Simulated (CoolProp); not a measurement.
Saturation properties of decamethylcyclopentasiloxane (D5) (Tc = 618.3 K, pc = 1078 kPa, ω = 0.631).

Model: reference Helmholtz-energy equation of state, Thol 2019, in CoolProp.

```csv
T (K),p (kPa),liquid density (kg/m³),vapour density (kg/m³),enthalpy of vaporisation (kJ/kg),liquid cp (kJ/(kg K))
416.4,14.61,825.5,1.600,133.0,1.876
430.3,23.28,809.6,2.490,128.4,1.900
444.1,35.54,793.3,3.728,123.8,1.924
458,52.59,776.5,5.429,119.1,1.950
471.8,75.27,759.1,7.683,114.3,1.975
485.7,105.2,741.0,10.66,109.4,2.002
499.6,143.5,721.9,14.52,104.2,2.031
513.4,191.3,701.9,19.45,98.85,2.061
527.3,250.8,680.2,25.80,93.08,2.095
541.1,322.9,656.9,33.89,86.89,2.133
555,410.5,630.9,44.44,80.03,2.179
568.9,515.3,601.2,58.41,72.28,2.239
```

It boils at 484.1 K under 1 atm.
